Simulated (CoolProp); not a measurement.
Vapour pressure (MPa) of octamethyltrisiloxane (MDM): the reference equation beside estimates from Tc = 565.4 K, pc = 1.438 MPa, ω = 0.528.

Computed with CoolProp (reference Helmholtz-energy equation of state, Thol 2017).

```
T (K)  reference  Lee-Kesler  Peng-Robinson
-----  ---------  ----------  -------------
319.3   0.001776           …       0.001994
352.3   0.008760           …       0.009179
385.3    0.03058     0.03035        0.03089
418.3    0.08329     0.08248        0.08279
451.3     0.1893      0.1875         0.1876
484.3     0.3764           …         0.3749
517.3     0.6789      0.6760         0.6815
550.2      1.143       1.145          1.151
```

Task: Fill in the missing entries.

Result: 
- 319.3, Lee-Kesler: 0.001828
- 352.3, Lee-Kesler: 0.008777
- 484.3, Lee-Kesler: 0.3734

Absolute difference from the reference over all 8 rows, mean and median: Lee-Kesler 0.9 and 0.8 %, Peng-Robinson 2.6 and 0.8 %.
